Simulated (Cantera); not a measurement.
Charge: 1 mol Si(CH3)4, 0.0073 mol C2H4, 22 mol H2, equilibrated at 29.0 mbar.

These are equilibrium values from Cantera (NASA tables, ideal gas, pure condensed phases), not measurements of a reactor. Candidate condensed phases: C, C6H6, C7H8, C8H18, Si, SiC; 87 gas species. Equilibrium is a limit: real reactors are often held back by kinetics, nucleation or transport. All values below are at 1523 K.

Base state: H2 1.000, H 0.000136, CH4 6.68e-5, C2H2 (acetylene) 1.18e-5 (mole fractions); condensed: C(graphite) + SiC(s).

### Question
What changes in the equilibrium state with this change: Si(CH3)4 replaced by SiHCl3?

### Answer
```
species           before     after
----------------  ------  --------
H2                 1.000     0.899
HCl                    0    0.0781
SiCl2                  0    0.0222
SiCl3                  0  0.000670
SiHCl3                 0   7.80e-5
SiCl4                  0   6.04e-5
SiH2Cl2                0   1.62e-5
C(graphite), mol    3.01         0
SiC(s), mol        1.000    0.0146
Si(s), mol             0     0.433
```
Mutual solubility and eutectic melting of coexisting phases are not modelled. The tables' values for SiCl3 are old estimates; treat these amounts as uncertain.

### Question
What changes in the equilibrium state with this change: 0.019 mol CO2 added?

### Answer
```
species             before     after
----------------  --------  --------
H2                   1.000     0.998
CO                       0   0.00135
H                 0.000136  0.000136
CH4                6.68e-5   6.66e-5
C2H2 (acetylene)   1.18e-5   1.18e-5
C(graphite), mol      3.01      2.99
SiC(s), mol          1.000     1.000
```
Further candidate phases: H2O, SiO2.
